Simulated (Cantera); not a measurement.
Input: 1 mol SiO2, 2.8 mol CH4, 8.5 mol N2, at 10000 Pa.

Cantera equilibrium calculation (NASA polynomials, part measured and part estimated; ideal gas, pure solids and liquids). Candidate condensed phases: C, C6H6, C7H8, C8H18, H2O, Si, SiC, SiO2, Si2N2O, Si3N4; 151 gas species. N2 is the only nitrogen source here; it is nearly inert below about 1500 K, so the nitride shown seldom forms there in practice. Mutual solubility and eutectic melting of coexisting phases are not modelled. The tables' values for SiN are old estimates; treat these amounts as uncertain. The tables hold silica as quartz up to 1696 K and as liquid above; real silica turns to tridymite and cristobalite and melts near 1996 K. Gases not in the tables: Si2H6 and higher silanes. Rates play no part.

x: gas mole fraction; n: condensed amount in mol.

| T (°C) | x N2 | x H2 | x CO | x SiO | x H | x HCN | n C(graphite) | n SiO2(β-quartz) | n Si2N2O(s) | n SiC(s) |
|---|---|---|---|---|---|---|---|---|---|---|
| 825 | 0.596 | 0.394 | 0.00995 | 2.05e-11 | 4.91e-8 | ___ | 2.65 | 0.906 | 0.0472 | 0 |
| 925 | 0.567 | 0.384 | 0.0494 | 2.17e-9 | 3.72e-7 | ___ | 2.08 | 0.520 | 0.240 | 0 |
| 1025 | 0.530 | 0.371 | 0.0993 | 8.04e-8 | 2.06e-6 | ___ | 1.30 | 0 | 0.500 | 0 |
| 1125 | 0.530 | 0.371 | 0.0993 | 1.27e-6 | 9.11e-6 | ___ | 1.30 | 0 | 0.500 | 0 |
| 1225 | 0.530 | 0.371 | 0.0993 | 1.38e-5 | 3.31e-5 | ___ | 1.29 | 0 | 0.500 | 0 |
| 1325 | 0.529 | 0.370 | 0.0993 | 0.000110 | 0.000102 | ___ | 1.29 | 0 | 0.499 | 0 |
| 1425 | 0.528 | 0.350 | 0.120 | 0.000867 | 0.000270 | ___ | 0 | 0 | 0.0640 | 0.858 |
| 1525 | 0.527 | 0.347 | 0.118 | 0.00663 | 0.000656 | ___ | 0 | 0 | 0 | 0.893 |
| 1625 | 0.527 | 0.346 | 0.117 | 0.00697 | 0.00145 | ___ | 0 | 0 | 0 | 0.887 |
| 1725 | 0.526 | 0.344 | 0.117 | 0.00745 | 0.00298 | ___ | 0 | 0 | 0 | 0.878 |
| 1825 | 0.524 | 0.342 | 0.116 | 0.00808 | 0.00569 | ___ | 0 | 0 | 0 | 0.864 |

Question: Complete the blanks.

Answer: 
- 825, x HCN: 1.05e-5
- 925, x HCN: 3.40e-5
- 1025, x HCN: 9.00e-5
- 1125, x HCN: 0.000216
- 1225, x HCN: 0.000462
- 1325, x HCN: 0.000895
- 1425, x HCN: 0.00117
- 1525, x HCN: 0.000814
- 1625, x HCN: 0.00144
- 1725, x HCN: 0.00237
- 1825, x HCN: 0.00367
